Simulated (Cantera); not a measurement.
**Thermodynamics of titanium nitride, carbide and oxide coatings, feed TiCl4 + O2**

A closed system holds: 1 mol TiCl4, 1 mol O2, at 10.0 mbar.

These are equilibrium values from Cantera (NASA tables, ideal gas, pure condensed phases), not measurements of a reactor. Candidate condensed phases: Ti, TiCl2, TiCl3, TiCl4, TiO, TiO2, Ti2O3, Ti3O5, Ti4O7; 15 gas species. Condensed phases not in the tables: TiOCl. Equilibrium is a limit: real reactors are often held back by kinetics, nucleation or transport.

```json
[
 {"T (°C)": "527", "x Cl2": "1.000", "x Cl": "9.35e-5", "x TiCl4": "5.06e-5", "x O2": "5.06e-5", "x ClO": "8.08e-9", "n TiO2(rutile)": "1.000"},
 {"T (°C)": "602", "x Cl2": "0.999", "x Cl": "0.000460", "x TiCl4": "0.000160", "x O2": "0.000160", "x ClO": "5.32e-8", "n TiO2(rutile)": "1.000"},
 {"T (°C)": "677", "x Cl2": "0.997", "x Cl": "0.00177", "x TiCl4": "0.000420", "x O2": "0.000420", "x ClO": "2.60e-7", "n TiO2(rutile)": "0.999"},
 {"T (°C)": "752", "x Cl2": "0.993", "x Cl": "0.00557", "x TiCl4": "0.000952", "x O2": "0.000951", "x ClO": "1.00e-6", "n TiO2(rutile)": "0.998"},
 {"T (°C)": "827", "x Cl2": "0.981", "x Cl": "0.0150", "x TiCl4": "0.00191", "x O2": "0.00191", "x ClO": "3.18e-6", "n TiO2(rutile)": "0.996"},
 {"T (°C)": "902", "x Cl2": "0.958", "x Cl": "0.0354", "x TiCl4": "0.00345", "x O2": "0.00345", "x ClO": "8.60e-6", "n TiO2(rutile)": "0.993"},
 {"T (°C)": "977", "x Cl2": "0.914", "x Cl": "0.0746", "x TiCl4": "0.00565", "x O2": "0.00564", "x ClO": "2.01e-5", "n TiO2(rutile)": "0.988"},
 {"T (°C)": "1052", "x Cl2": "0.842", "x Cl": "0.142", "x TiCl4": "0.00839", "x O2": "0.00837", "x ClO": "4.09e-5", "n TiO2(rutile)": "0.982"},
 {"T (°C)": "1127", "x Cl2": "0.734", "x Cl": "0.244", "x TiCl4": "0.0112", "x O2": "0.0112", "x ClO": "7.24e-5", "n TiO2(rutile)": "0.975"},
 {"T (°C)": "1202", "x Cl2": "0.594", "x Cl": "0.379", "x TiCl4": "0.0132", "x O2": "0.0132", "x ClO": "0.000111", "n TiO2(rutile)": "0.967"},
 {"T (°C)": "1277", "x Cl2": "0.437", "x Cl": "0.535", "x TiCl4": "0.0137", "x O2": "0.0137", "x ClO": "0.000145", "n TiO2(rutile)": "0.962"},
 {"T (°C)": "1352", "x Cl2": "0.290", "x Cl": "0.685", "x TiCl4": "0.0124", "x O2": "0.0124", "x ClO": "0.000162", "n TiO2(rutile)": "0.962"}
]
```
x: gas mole fraction; n: condensed amount in mol.

From 527 °C to 1352 °C the condensed part is TiO2(rutile). The main Ti-bearing gas is TiCl4 throughout.
